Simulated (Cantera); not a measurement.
Charge: 1 mol Si, 0.12 mol O₂, 5.7 mol N₂, held at 1500 K and 0.00533 Torr.

Cantera equilibrium calculation (NASA polynomials, part measured and part estimated; ideal gas, pure solids and liquids). Candidate condensed phases: Si, SiO₂, Si₂N₂O, Si₃N₄; 16 gas species. Rates play no part.

Base state: N₂ 0.958, SiO 0.0403, Si 0.00148 (mole fractions); condensed: Si(s).

Question: What changes in the equilibrium state with this change: pressure from 0.00533 Torr to 0.0728 Torr?

Answer: 
```tsv
species	before	after
N₂	0.958	0.993
SiO	0.0403	0.00705
Si	0.00148	6.76e-5
Si(s), mol	0.751	0
Si₂N₂O(s), mol	0	0.204
Si₃N₄(s), mol	0	0.185
```
Mutual solubility and eutectic melting of coexisting phases are not modelled.

Question: What changes in the equilibrium state with this change: temperature from 1500 K to 2173.15 K?

Answer: 
| species | before | after |
|---|---|---|
| N₂ | 0.958 | 0.851 |
| Si | 0.00148 | 0.113 |
| SiO | 0.0403 | 0.0358 |
| SiN | 4.97e-6 | 4.96e-5 |
| Si(s), mol | 0.751 | 0 |
The tables' values for SiN are old estimates; treat these amounts as uncertain.
